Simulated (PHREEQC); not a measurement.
Make-up at 25 °C: 0.43 mol HF and 0.32 mol NH3 per kg of water. Closed to the air; pH follows from the charge balance.

Model: ion-association model, wateq4f.dat, run in PHREEQC.

### Question
The ionic strength comes out as 0.320 mol/kgw. What activity coefficients do HF2-, F-, H+, NH4+ get?

### Answer
HF2- 0.67, F- 0.67, H+ 0.78, NH4+ 0.73.

Precipitation was switched off in this run. Complexes and solids missing from the database can't appear.
